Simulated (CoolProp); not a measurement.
R507A along the isobar 1.55 MPa: density (kg/m³) from the reference equation and from simpler models built on Tc = 70.6 °C, pc = 3.705 MPa, ω = 0.286; each cubic takes its own stable root.

Values from CoolProp's reference Helmholtz-energy equation of state, Lemmon 2003. It is a pseudo-pure fit of the blend.

```csv
T (°C),phase,reference,van der Waals,Soave-Redlich-Kwong
-48.45,liquid,?,?,1161
-22.75,liquid,1244,?,?
2.95,liquid,1151,659.7,989.3
54.35,gas,71.13,67.15,69.85
80.05,gas,?,59.98,60.82
105.75,gas,54.89,54.44,54.44
131.45,gas,49.93,49.97,?
157.15,gas,?,46.27,?
```

**Question.** What belongs in the gaps?

**Answer.** 
- -48.45, reference: 1326
- -48.45, van der Waals: 766.9
- -22.75, van der Waals: 719.5
- -22.75, Soave-Redlich-Kwong: 1085
- 80.05, reference: 61.47
- 131.45, Soave-Redlich-Kwong: 49.56
- 157.15, reference: 45.99
- 157.15, Soave-Redlich-Kwong: 45.66
